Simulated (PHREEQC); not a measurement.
Make-up at 55 °C: 0.016 mol K2CO3, 0.00052 mol K2SO4 and 0.00035 mol H3BO3 per kg of water. Closed to the air; pH follows from the charge balance.

Computed with PHREEQC (ion-association model, phreeqc.dat).

```json
[
 {"quantity": "pH", "before": "10.50", "after": "10.49"},
 {"quantity": "ionic strength (mol/kgw)", "before": "0.0462", "after": "0.0587"},
 {"quantity": "H3BO3 (mol/kgw)", "before": "9.13e-6", "after": "9.26e-6"}
]
```

Problem. Which change was made?
(A) K2CO3 replaced by KBr at the same molality
(B) K2SO4 from 0.00052 to 5.2e-05 mol/kgw
(C) diluted 5-fold with water
(D) K2SO4 from 0.00052 to 0.0052 mol/kgw
(E) K2SO4 left out

Solution. D, K2SO4 from 0.00052 to 0.0052 mol/kgw

Precipitation was switched off in this run. Constants without temperature data keep their 25 °C values here.
